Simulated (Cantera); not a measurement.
N2O furnace oxynitridation

An isothermal, constant-pressure homogeneous reactor starts with N2O : N2 = 0.74 : 0.25 (molar parts), at 1200 K and 1.20 bar.

Computed with Cantera and GRI-Mech 3.0 (53 species, 325 reactions). GRI-Mech 3.0 was tuned for natural gas; its chemistry of N2O as a main component is partial and can be far from experiment. The mechanism lacks the step 2 NO + O2 → 2 NO2, which can matter for NO2 below about 1400 K. The temperature is held fixed by assumption; the heat of reaction is taken as removed at once.

```json
[
 {"t (s)": "0.000200", "x N2O": "0.747", "x N2": "0.253", "x O2": "4.46e-5", "x NO2": "1.20e-9", "x NO": "1.05e-5", "x O": "1.71e-6"},
 {"t (s)": "0.000485", "x N2O": "0.747", "x N2": "0.253", "x O2": "0.000110", "x NO2": "7.29e-9", "x NO": "2.59e-5", "x O": "1.71e-6"},
 {"t (s)": "0.00118", "x N2O": "0.747", "x N2": "0.253", "x O2": "0.000270", "x NO2": "4.26e-8", "x NO": "6.31e-5", "x O": "1.71e-6"},
 {"t (s)": "0.00285", "x N2O": "0.745", "x N2": "0.254", "x O2": "0.000655", "x NO2": "2.39e-7", "x NO": "0.000153", "x O": "1.70e-6"},
 {"t (s)": "0.00691", "x N2O": "0.743", "x N2": "0.255", "x O2": "0.00159", "x NO2": "1.25e-6", "x NO": "0.000370", "x O": "1.70e-6"},
 {"t (s)": "0.0168", "x N2O": "0.736", "x N2": "0.260", "x O2": "0.00382", "x NO2": "5.72e-6", "x NO": "0.000888", "x O": "1.70e-6"},
 {"t (s)": "0.0406", "x N2O": "0.720", "x N2": "0.269", "x O2": "0.00911", "x NO2": "2.06e-5", "x NO": "0.00211", "x O": "1.68e-6"},
 {"t (s)": "0.0985", "x N2O": "0.682", "x N2": "0.292", "x O2": "0.0212", "x NO2": "5.78e-5", "x NO": "0.00486", "x O": "1.63e-6"},
 {"t (s)": "0.239", "x N2O": "0.603", "x N2": "0.339", "x O2": "0.0470", "x NO2": "0.000135", "x NO": "0.0106", "x O": "1.53e-6"},
 {"t (s)": "0.579", "x N2O": "0.460", "x N2": "0.425", "x O2": "0.0942", "x NO2": "0.000269", "x NO": "0.0203", "x O": "1.31e-6"},
 {"t (s)": "1.40", "x N2O": "0.265", "x N2": "0.544", "x O2": "0.159", "x NO2": "0.000426", "x NO": "0.0318", "x O": "9.38e-7"},
 {"t (s)": "3.40", "x N2O": "0.0941", "x N2": "0.649", "x O2": "0.218", "x NO2": "0.000525", "x NO": "0.0385", "x O": "4.52e-7"},
 {"t (s)": "8.25", "x N2O": "0.0137", "x N2": "0.700", "x O2": "0.247", "x NO2": "0.000574", "x NO": "0.0392", "x O": "9.04e-8"},
 {"t (s)": "20.0", "x N2O": "0.000220", "x N2": "0.708", "x O2": "0.252", "x NO2": "0.000763", "x NO": "0.0388", "x O": "1.28e-8"}
]
```
x: mole fraction; the columns are a selection and need not sum to one.

Equilibrium at this temperature and pressure: N2O 1.59e-8, N2 0.728, O2 0.272, NO2 4.52e-6, NO 0.000215, O 1.20e-8 (gas phase only).
